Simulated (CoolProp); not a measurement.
Vapour-liquid equilibrium of dimethyl carbonate (1) + n-heptane (2) at 0.796 bar; x and y are mole fractions of (1).

Model: multi-fluid Helmholtz-energy mixture model, Zhou 2011 and Span 2003; pair parameters Bell 2016, in CoolProp.

Task: Give the bubble temperature and the first vapour's composition at x = 0.35, 0.65, 0.875. Is there an azeotrope?

Result: x = 0.35: 75.5 °C, y = 0.526; x = 0.65: 74.6 °C, y = 0.613; x = 0.875: 76.5 °C, y = 0.734. y crosses x between x = 0.575 and 0.65: the model has an azeotrope there.

Pair parameters are fitted to limited data, so mixtures are less certain than the pure fluids.
